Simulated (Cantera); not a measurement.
Cantera run:

```python
import numpy as np
import cantera as ct

gas_names = [...]  # 47 gases of nasa_gas.yaml made of Cl, H, N, O, Si
cond_names = """
    H2O(s) H2O(L) NH4CL(a) NH4CL(b) Si(cr) Si(L) SiO2(Lqz) SiO2(hqz) SiO2(L) Si2N2O(s) Si3N4(a)
""".split()


# ... load() reads the species with a 1 bar reference pressure and builds the phases ...
atoms = {
    'SiH2Cl2': {'Si': 1, 'H': 2, 'CL': 2},
    'N2O': {'N': 2, 'O': 1},
}
top_T = {'Si2N2O(s)': 2100, 'Si3N4(a)': 2400}  # K; cautious upper limits of use, not melting points


# ... equilibrate(T, P, feed) seeds the gas with the atoms and calls Mixture.equilibrate('TP', solver="vcs", rtol=1e-11, max_steps=5000) ...
results = []
feed = {'SiH2Cl2': 1, 'N2O': 0.4}  # mol
T = 1200  # K
P = 1333.22  # Pa
mix = equilibrate(T, P, feed)
results.append((T, P, feed, dict(zip(mix.species_names, mix.species_moles))))
x = sorted(zip(gas.X, gas.species_names), reverse=True)
print(f"T = {T:g} K  P = {P:g} Pa  gas = {mix.phase_moles(0):.4g} mol")
print("   x: " + "  ".join(f"{s} {v:.3e}" for v, s in x if v > 1e-06))
print("   condensed (mol): " + ("  ".join(f"{mix.phase(i).name} {mix.phase_moles(i):.4g}"
      for i in range(1, mix.n_phases) if mix.phase_moles(i) > 1e-12) or "none"))
```

It prints:

```
T = 1200 K  P = 1333.22 Pa  gas = 1.803 mol
   x: HCL 6.685e-01  H2 2.199e-01  SiCL4 1.072e-01  SiCL3 2.610e-03  SiHCL3 9.595e-04  SiCL2 5.574e-04  N2 2.886e-04  CL 2.113e-06  H2O 1.184e-06  SiH2CL2 1.124e-06
   condensed (mol): SiO2(hqz) 0.0002587  Si2N2O(s) 0.3995
```

Equilibrium computed with Cantera from the NASA thermochemical tables; the gas is ideal and each condensed phase is pure. Mutual solubility and eutectic melting of coexisting phases are not modelled. The tables' values for SiCl3 are old estimates; treat these amounts as uncertain. The tables hold silica as quartz up to 1696 K and as liquid above; real silica turns to tridymite and cristobalite and melts near 1996 K.
